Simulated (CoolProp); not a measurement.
Vapour-liquid equilibrium of fluoroethane (R161) (1) + R134a (2) at -43.35 °C; x and y are mole fractions of (1).

Computed with CoolProp (multi-fluid Helmholtz-energy mixture model, Wu 2012 and Tillner-Roth 1994; pair parameters Bell 2016).

Q: Give the bubble pressure and the first vapour's composition at x = 0.05, 0.2, 0.8. Is there an azeotrope?

A: x = 0.05: 0.4407 bar, y = 0.077; x = 0.2: 0.4813 bar, y = 0.289; x = 0.8: 0.6892 bar, y = 0.885. No azeotrope shows between x = 0.05 and 0.95.

Pair parameters are fitted to limited data, so mixtures are less certain than the pure fluids.
